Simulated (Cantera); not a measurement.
Cantera run:

```python
import numpy as np
import cantera as ct

gas_names = """
    CL CL2 H HCL H2 Si SiCL SiCL2 SiCL3 SiCL4 SiH SiHCL3 SiH2 SiH2CL2 SiH3 SiH3CL SiH4 Si2 Si3
""".split()
cond_names = """
    Si(cr) Si(L)
""".split()


# ... load() reads the species with a 1 bar reference pressure and builds the phases ...
atoms = {
    'SiHCl3': {'Si': 1, 'H': 1, 'CL': 3},
    'H2': {'H': 2},
}
top_T = {}  # K; cautious upper limits of use, not melting points


# ... equilibrate(T, P, feed) seeds the gas with the atoms and calls Mixture.equilibrate('TP', solver="vcs", rtol=1e-11, max_steps=5000) ...
results = []
T = 1250  # K
P = 10000  # Pa
for m in [6.8, 11, 18, 28, 46, 74, 120, 190, 310, 500, 800]:
    feed = {'SiHCl3': 1, 'H2': m}  # mol
    mix = equilibrate(T, P, feed)
    results.append((T, P, feed, dict(zip(mix.species_names, mix.species_moles))))
    x = sorted(zip(gas.X, gas.species_names), reverse=True)
    print(f"T = {T:g} K  P = {P:g} Pa  n(H2) = {m:g} mol  gas = {mix.phase_moles(0):.4g} mol")
    print("   x: " + "  ".join(f"{s} {v:.3e}" for v, s in x if v > 1e-06))
    print("   condensed (mol): " + ("  ".join(f"{mix.phase(i).name} {mix.phase_moles(i):.4g}"
          for i in range(1, mix.n_phases) if mix.phase_moles(i) > 1e-12) or "none"))
```

Result:

```
T = 1250 K  P = 10000 Pa  n(H2) = 6.8 mol  gas = 8.304 mol
   x: H2 8.294e-01  HCL 8.404e-02  SiCL4 3.965e-02  SiCL2 2.142e-02  SiHCL3 1.392e-02  SiCL3 1.089e-02  SiH2CL2 6.654e-04  SiH3CL 8.824e-06  H 1.392e-06
   condensed (mol): Si(cr) 0.2812
T = 1250 K  P = 10000 Pa  n(H2) = 11 mol  gas = 12.57 mol
   x: H2 8.729e-01  HCL 7.379e-02  SiCL4 2.127e-02  SiCL2 1.569e-02  SiHCL3 8.955e-03  SiCL3 6.829e-03  SiH2CL2 5.130e-04  SiH3CL 8.154e-06  H 1.428e-06
   condensed (mol): Si(cr) 0.3303
T = 1250 K  P = 10000 Pa  n(H2) = 18 mol  gas = 19.65 mol
   x: H2 9.071e-01  HCL 6.245e-02  SiCL2 1.082e-02  SiCL4 1.011e-02  SiHCL3 5.224e-03  SiCL3 3.908e-03  SiH2CL2 3.674e-04  SiH3CL 7.171e-06  H 1.456e-06
   condensed (mol): Si(cr) 0.4019
T = 1250 K  P = 10000 Pa  n(H2) = 28 mol  gas = 29.74 mol
   x: H2 9.307e-01  HCL 5.199e-02  SiCL2 7.307e-03  SiCL4 4.612e-03  SiHCL3 2.938e-03  SiCL3 2.170e-03  SiH2CL2 2.547e-04  SiH3CL 6.126e-06  H 1.475e-06
   condensed (mol): Si(cr) 0.4859
T = 1250 K  P = 10000 Pa  n(H2) = 46 mol  gas = 47.83 mol
   x: H2 9.512e-01  HCL 4.038e-02  SiCL2 4.312e-03  SiCL4 1.606e-03  SiHCL3 1.346e-03  SiCL3 9.836e-04  SiH2CL2 1.536e-04  SiH3CL 4.862e-06  H 1.491e-06
   condensed (mol): Si(cr) 0.5979
T = 1250 K  P = 10000 Pa  n(H2) = 74 mol  gas = 75.9 mol
   x: H2 9.662e-01  HCL 2.997e-02  SiCL2 2.340e-03  SiHCL3 5.423e-04  SiCL4 4.729e-04  SiCL3 3.931e-04  SiH2CL2 8.465e-05  SiH3CL 3.666e-06  H 1.503e-06
   condensed (mol): Si(cr) 0.7088
T = 1250 K  P = 10000 Pa  n(H2) = 120 mol  gas = 122 mol
   x: H2 9.775e-01  HCL 2.089e-02  SiCL2 1.124e-03  SiHCL3 1.816e-04  SiCL3 1.309e-04  SiCL4 1.091e-04  SiH2CL2 4.113e-05  SiH3CL 2.586e-06  H 1.511e-06
   condensed (mol): Si(cr) 0.8062
T = 1250 K  P = 10000 Pa  n(H2) = 190 mol  gas = 192 mol
   x: H2 9.852e-01  HCL 1.418e-02  SiCL2 5.135e-04  SiHCL3 5.630e-05  SiCL3 4.042e-05  SiCL4 2.277e-05  SiH2CL2 1.894e-05  SiH3CL 1.768e-06  H 1.517e-06
   condensed (mol): Si(cr) 0.8745
T = 1250 K  P = 10000 Pa  n(H2) = 310 mol  gas = 312 mol
   x: H2 9.907e-01  HCL 9.088e-03  SiCL2 2.098e-04  SiHCL3 1.474e-05  SiCL3 1.055e-05  SiH2CL2 7.782e-06  SiCL4 3.801e-06  H 1.521e-06  SiH3CL 1.140e-06
   condensed (mol): Si(cr) 0.9227
T = 1250 K  P = 10000 Pa  n(H2) = 500 mol  gas = 502 mol
   x: H2 9.941e-01  HCL 5.778e-03  SiCL2 8.451e-05  SiHCL3 3.776e-06  SiH2CL2 3.146e-06  SiCL3 2.698e-06  H 1.524e-06
   condensed (mol): Si(cr) 0.952
T = 1250 K  P = 10000 Pa  n(H2) = 800 mol  gas = 802 mol
   x: H2 9.963e-01  HCL 3.664e-03  SiCL2 3.391e-05  H 1.526e-06  SiH2CL2 1.265e-06
   condensed (mol): Si(cr) 0.9699
```

Equilibrium computed with Cantera from the NASA thermochemical tables; the gas is ideal and each condensed phase is pure. The tables' values for SiCl3 are old estimates; treat these amounts as uncertain.
